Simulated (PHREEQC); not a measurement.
Consider water at 25 °C with 0.016 mmol/kgw HBr, 0.058 mmol/kgw AlCl3 and 0.52 mmol/kgw MgCl2. Closed to the air; pH follows from the charge balance.

All values are PHREEQC results (ion-association model, wateq4f.dat), not measurements.

No solid was allowed to form.

### Question
Order these Al species by the share of Al that they hold, largest first: AlOH+2, Al+3, Al(OH)2+.

### Answer
Al+3 (76 %), AlOH+2 (20 %), Al(OH)2+ (4.3 %)

The pH is 4.51 and the ionic strength 0.00189 mol/kgw. Examples of supersaturated solids here: Gibbsite (slow to form), Boehmite (slow to form). Others may be too.
